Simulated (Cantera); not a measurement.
# Ignition delay

Mixture: CH4 : O2 : N2 = 1 : 3.51 : 11.6 (molar parts), at 10.0 bar, adiabatic and at constant pressure. Ignition delay is the time to a rise of 400 K.

Computed with Cantera and GRI-Mech 3.0 (53 species, 325 reactions).

```csv
T0 (K),delay (ms)
1275,1.36
1325,0.779
1375,0.459
1425,0.277
1475,0.172
1525,0.110
1575,0.0714
```

```json
{
 "apparent activation energy between 1475 and 1575 K": "170 kJ/mol"
}
```
